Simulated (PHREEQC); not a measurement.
Consider water at 25 °C with 0.025 mol/kgw CdSO4 and 0.001 mol/kgw NiCl2. Closed to the air; pH follows from the charge balance.

All values are PHREEQC results (ion-association model, wateq4f.dat), not measurements.

No solid was allowed to form.

Task: Order these Cd species by the share of Cd that they hold, largest first: Cd(SO4)2-2, CdCl+, Cd+2, CdSO4.

Result: Cd+2 (54 %), CdSO4 (38 %), Cd(SO4)2-2 (5.3 %), CdCl+ (2.9 %)

The pH is 6.13 and the ionic strength 0.0573 mol/kgw.
